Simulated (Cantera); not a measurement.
A Cantera script and what it prints.

```python
import numpy as np
import cantera as ct

gas_names = [...]  # 109 gases of nasa_gas.yaml made of C, Cl, H, Si
cond_names = """
    C(gr) C6H6(L) C7H8(L) C8H18(L),n-octa Si(cr) Si(L) SiC(b)
""".split()


# ... load() reads the species with a 1 bar reference pressure and builds the phases ...
atoms = {
    'CH3SiCl3': {'C': 1, 'H': 3, 'Si': 1, 'CL': 3},
    'CH4': {'C': 1, 'H': 4},
    'H2': {'H': 2},
    'C2H2': {'C': 2, 'H': 2},
}
top_T = {'C(gr)': 4500, 'SiC(b)': 3050}  # K; cautious upper limits of use, not melting points


# ... equilibrate(T, P, feed) seeds the gas with the atoms and calls Mixture.equilibrate('TP', solver="vcs", rtol=1e-11, max_steps=5000) ...
results = []
feed = {'CH3SiCl3': 1, 'CH4': 0.045, 'H2': 360, 'C2H2': 0.0081}  # mol
P = 1900  # Pa
for T in [1248, 1348, 1448, 1548, 1648, 1748, 1848, 1948, 2048, 2148, 2248]:
    mix = equilibrate(T, P, feed)
    results.append((T, P, feed, dict(zip(mix.species_names, mix.species_moles))))

top = {s: max(r[3][s] / sum(r[3][g] for g in gas_names) for r in results) for s in gas_names}
cols = sorted((s for s in top if top[s] > 1e-06), key=lambda s: -top[s])[:9]
seen = [c for c in cond_names if any(r[3].get(c, 0) > 1e-12 for r in results)]
print("log10 of partial pressures in bar; condensed amounts in mol")
print(f"{'T/K':>10s}" + "".join(f"{s[:9]:>10s}" for s in cols + seen))
for T, P, feed, n in results:
    ng = sum(n[g] for g in gas_names)
    print(f"{T:10.4g}" + "".join(f"{np.log10(max(n[s] / ng * P / 1e5, 1e-99)):10.3f}" for s in cols)
          + "".join(f"{n.get(c, 0):10.4g}" for c in seen))
```

Result:

```
log10 of partial pressures in bar; condensed amounts in mol
       T/K        H2         H       HCL        Si C2H2,acet        CL       CH4       SiH      SiC2     C(gr)    SiC(b)
      1248    -1.725    -7.193    -3.804   -13.670    -8.522    -9.340    -5.494   -13.485   -17.744         0    0.9998
      1348    -1.725    -6.498    -3.804   -12.150    -7.645    -8.657    -5.684   -12.203   -15.539   0.02099    0.9997
      1448    -1.725    -5.898    -3.804   -10.763    -7.048    -8.066    -5.927   -11.022   -13.721   0.03554    0.9995
      1548    -1.725    -5.374    -3.804    -9.556    -6.529    -7.551    -6.138    -9.996   -12.141   0.03663    0.9993
      1648    -1.725    -4.913    -3.805    -8.498    -6.075    -7.098    -6.323    -9.096   -10.757   0.02098    0.9988
      1748    -1.726    -4.504    -3.806    -7.490    -5.815    -6.697    -6.559    -8.229    -9.605         0    0.9972
      1848    -1.727    -4.139    -3.807    -6.515    -5.741    -6.339    -6.847    -7.380    -8.658         0    0.9885
      1948    -1.729    -3.811    -3.810    -5.709    -5.541    -6.018    -7.040    -6.687    -7.744         0    0.9472
      2048    -1.732    -3.516    -3.816    -5.073    -5.180    -5.730    -7.125    -6.155    -6.830         0    0.7934
      2148    -1.739    -3.250    -3.824    -4.547    -4.758    -5.470    -7.159    -5.726    -5.953         0    0.3083
      2248    -1.750    -3.009    -3.836    -4.367    -4.616    -5.235    -7.317    -5.635    -5.693         0         0
```

Cantera equilibrium calculation (NASA polynomials, part measured and part estimated; ideal gas, pure solids and liquids). The feed counts by its element totals alone. The tables' values for SiCl are old estimates; treat these amounts as uncertain. Gases not in the tables: Si2H6 and higher silanes.
